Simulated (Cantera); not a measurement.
Cantera run:

```python
import numpy as np
import cantera as ct

gas_names = [...]  # 109 gases of nasa_gas.yaml made of C, Cl, H, Si
cond_names = """
    C(gr) C6H6(L) C7H8(L) C8H18(L),n-octa Si(cr) Si(L) SiC(b)
""".split()


# ... load() reads the species with a 1 bar reference pressure and builds the phases ...
atoms = {
    'SiH2Cl2': {'Si': 1, 'H': 2, 'CL': 2},
    'C3H8': {'C': 3, 'H': 8},
    'H2': {'H': 2},
}
top_T = {'C(gr)': 4500, 'SiC(b)': 3050}  # K; cautious upper limits of use, not melting points


# ... equilibrate(T, P, feed) seeds the gas with the atoms and calls Mixture.equilibrate('TP', solver="vcs", rtol=1e-11, max_steps=5000) ...
results = []
feed = {'SiH2Cl2': 1, 'C3H8': 0.05, 'H2': 44}  # mol
T = 998  # K
P = 1333.22  # Pa
mix = equilibrate(T, P, feed)
results.append((T, P, feed, dict(zip(mix.species_names, mix.species_moles))))
x = sorted(zip(gas.X, gas.species_names), reverse=True)
print(f"T = {T:g} K  P = {P:g} Pa  gas = {mix.phase_moles(0):.4g} mol")
print("   x: " + "  ".join(f"{s} {v:.3e}" for v, s in x if v > 0.0001))
print("   condensed (mol): " + ("  ".join(f"{mix.phase(i).name} {mix.phase_moles(i):.4g}"
      for i in range(1, mix.n_phases) if mix.phase_moles(i) > 1e-12) or "none"))
```

It prints:

```
T = 998 K  P = 1333.22 Pa  gas = 45.87 mol
   x: H2 9.761e-01  HCL 1.621e-02  SiCL4 4.834e-03  SiHCL3 2.017e-03  SiCL2 4.559e-04  SiCL3 2.998e-04
   condensed (mol): Si(cr) 0.4968  SiC(b) 0.15
```

These are equilibrium values from Cantera (NASA tables, ideal gas, pure condensed phases), not measurements of a reactor. The tables' values for SiCl3 are old estimates; treat these amounts as uncertain.
